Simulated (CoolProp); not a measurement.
R113 at 493.86 K and 11.9 MPa is throttled through a valve to 1.95 MPa with no heat exchange. Each further row changes one setting.

The numbers come from the reference Helmholtz-energy equation of state, Marx 1992 in CoolProp.

| case | temperature change (K) | final phase | final density (kg/m³) |
|---|---|---|---|
| as stated | -43.1 | two-phase, vapour fraction 0.518 | 257 |
| outlet pressure 0.585 MPa | -107.8 | two-phase, vapour fraction 0.944 | 42.2 |
| outlet pressure 2.54 MPa | -26.1 | two-phase, vapour fraction 0.314 | 468 |
